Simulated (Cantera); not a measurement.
Cantera run, input and output.

```python
import numpy as np
import cantera as ct

gas = ct.Solution("gri30.yaml")
gas.TPX = 725, 670000, {'C3H8': 1, 'O2': 12.2, 'N2': 45.9}
inlet = ct.Reservoir(gas, clone=True)
gas.equilibrate("HP")  # start burning
reactor = ct.IdealGasConstPressureReactor(gas, energy="on", clone=False)
exhaust = ct.Reservoir(gas, clone=True)
tau = [0.21, 0.078, 0.029, 0.011, 0.0041, 0.0015, 0.00058, 0.00022, 8.2e-05, 3.1e-05][0]
for a, b in ((inlet, reactor), (reactor, exhaust)):
    ct.MassFlowController(a, b, mdot=lambda t: reactor.mass / tau)
net = ct.ReactorNet([reactor])
show = ['C3H8', 'O2', 'C2H', 'HO2', 'NO', 'HCN']

rows = []
print(f"{'tau/s':>10s}{'T/K':>9s}" + "".join(f"{s:>11s}" for s in show))
for tau in [0.21, 0.078, 0.029, 0.011, 0.0041, 0.0015, 0.00058, 0.00022, 8.2e-05, 3.1e-05]:
    net.initial_time = 0.0
    net.advance(30 * tau)
    before = gas.X
    net.advance(40 * tau)
    drift = np.max(np.abs(gas.X - before) / (gas.X + 1e-9))
    rows.append([gas.T, *gas[show].X, drift])
    print(f"{tau:10.3e}{gas.T:9.1f}" + "".join(f"{x:11.3e}" for x in gas[show].X))
```

Output:

```
     tau/s      T/K       C3H8         O2        C2H        HO2         NO        HCN
 2.100e-01   1678.9  3.546e-07  1.198e-01  7.499e-11  9.670e-07  6.498e-06  9.265e-10
 7.800e-02   1678.0  7.930e-07  1.198e-01  1.633e-10  1.543e-06  5.256e-06  1.304e-09
 2.900e-02   1676.3  1.697e-06  1.199e-01  3.341e-10  2.736e-06  4.899e-06  1.959e-09
 1.100e-02   1673.2  3.468e-06  1.200e-01  6.358e-10  5.065e-06  4.763e-06  2.911e-09
 4.100e-03   1667.2  7.045e-06  1.202e-01  1.148e-09  9.742e-06  4.332e-06  4.024e-09
 1.500e-03   1655.2  1.452e-05  1.208e-01  1.933e-09  1.937e-05  3.301e-06  4.907e-09
 5.800e-04   1631.6  3.036e-05  1.222e-01  2.834e-09  3.854e-05  1.978e-06  5.435e-09
 2.200e-04   1560.8  9.493e-05  1.266e-01  3.047e-09  9.823e-05  5.444e-07  5.651e-09
 8.200e-05    725.0  1.692e-02  2.064e-01  1.023e-39  3.943e-13  2.866e-21  2.416e-22
 3.100e-05    725.0  1.692e-02  2.064e-01 -1.505e-41  1.495e-13  2.537e-24  2.138e-25
```

Model: GRI-Mech 3.0 (53 species, 325 reactions), integrated in Cantera. GRI-Mech 3.0 was tuned for natural gas; its chemistry of propane as a main component is partial and can be far from experiment.
